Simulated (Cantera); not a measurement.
An isothermal, constant-pressure homogeneous reactor starts with H₂ : O₂ : N₂ : H₂O = 0.0074 : 1 : 0.4 : 0.0031 (molar parts), equivalence ratio 0.0037, at 1175 K and 1330 Pa.

Model: GRI-Mech 3.0 (53 species, 325 reactions), integrated in Cantera. Radical loss at walls, strong at low pressure, is not modelled.

**Question.** Predict: x(H₂) at 200 s; x(O₂) at 200 s; x(OH) at 200 s; x(NO) at 200 s; x(O) at 200 s.

**Answer.** 
| Item | Result |
|---|---|
| x(H₂) at 200 s | 1.09e-9 (gas-phase equilibrium 5.78e-10) |
| x(O₂) at 200 s | 0.708 (gas-phase equilibrium 0.708) |
| x(OH) at 200 s | 3.17e-6 (gas-phase equilibrium 2.31e-6) |
| x(NO) at 200 s | 1.39e-8 (gas-phase equilibrium 0.000178) |
| x(O) at 200 s | 2.01e-7 (gas-phase equilibrium 1.07e-7) |
